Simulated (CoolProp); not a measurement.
Saturation properties of methanol (Tc = 513.4 K, pc = 82.16 bar, ω = 0.565).

Values from CoolProp's reference Helmholtz-energy equation of state, de Reuck 1993.

| T (K) | p (bar) | liquid density (kg/m³) | vapour density (kg/m³) | surface tension (mN/m) | liquid viscosity (µPa s) |
|---|---|---|---|---|---|
| 389.8 | 5.828 | 691.4 | 6.587 | 14.0 | 189 |
| 397.3 | 7.189 | 682.1 | 8.115 | 13.2 | 176 |
| 404.8 | 8.793 | 672.3 | 9.937 | 12.4 | 164 |
| 412.3 | 10.67 | 662.0 | 12.11 | 11.6 | 153 |
| 419.8 | 12.85 | 651.2 | 14.69 | 10.8 | 142 |
| 427.2 | 15.34 | 640.0 | 17.71 | 9.98 | 132 |
| 434.7 | 18.23 | 627.9 | 21.33 | 9.12 | 123 |
| 442.2 | 21.53 | 614.9 | 25.60 | 8.24 | 114 |
| 449.7 | 25.27 | 601.1 | 30.61 | 7.35 | 106 |
| 457.2 | 29.51 | 586.1 | 36.43 | 6.45 | 98.3 |
| 464.7 | 34.25 | 569.7 | 43.14 | 5.53 | 90.9 |
| 472.1 | 39.48 | 551.9 | 50.90 | 4.62 | 83.8 |
| 479.6 | 45.38 | 531.6 | 60.61 | 3.69 | 76.8 |

It boils at 337.6 K under 1 atm.

Viscosity comes from a separate model (Xiang 2006). Surface tension comes from a separate correlation (Mulero 2012).
